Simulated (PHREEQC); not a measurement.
A solution holds 0.00029 mol/kgw Ca(HCO3)2 and 0.019 mol/kgw Na2HPO4, at 65 °C. Closed to the air; pH follows from the charge balance.

All values are PHREEQC results (ion-association model, phreeqc.dat), not measurements.

Question: The ionic strength comes out as 0.0554 mol/kgw. What activity coefficients do NaHPO4-, Na+, HPO4-2, H2PO4-, Ca+2 get?

Answer: NaHPO4- 0.81, Na+ 0.81, HPO4-2 0.42, H2PO4- 0.81, Ca+2 0.43.

Precipitation was switched off in this run. Examples of supersaturated solids here: Hydroxyapatite. Others may be too. At this temperature some constants are extrapolated from 25 °C, and those without enthalpy data are left unchanged.
